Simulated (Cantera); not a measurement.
Charge: 1 mol CF4, 0.018 mol F2, 8.5 mol H2, held at 0.0280 bar.

Equilibrium computed with Cantera from the NASA thermochemical tables; the gas is ideal and each condensed phase is pure. Candidate condensed phases: C, C6H6, C7H8, C8H18; 95 gas species. Rates play no part. All values below are at 2075 K.

Base state: H2 0.606, HF 0.381, H 0.0124, C2H2 (acetylene) 0.000751 (mole fractions); condensed: C(graphite).

### Question
What changes in the equilibrium state with this change: H2 from 8.5 to 0.23 mol?

### Answer
```tsv
species	before	after
CF4	<1e-9	0.557
HF	0.381	0.316
CF2	2.07e-9	0.0904
H2	0.606	9.57e-9
H	0.0124	1.56e-6
F	4.30e-6	0.0284
CF3	<1e-9	0.00746
C2H2 (acetylene)	0.000751	<1e-9
CF	2.85e-8	0.000188
C(graphite), mol	0.984	0.0477
```
Gases not in the tables: C2F6 and larger saturated fluorocarbons.
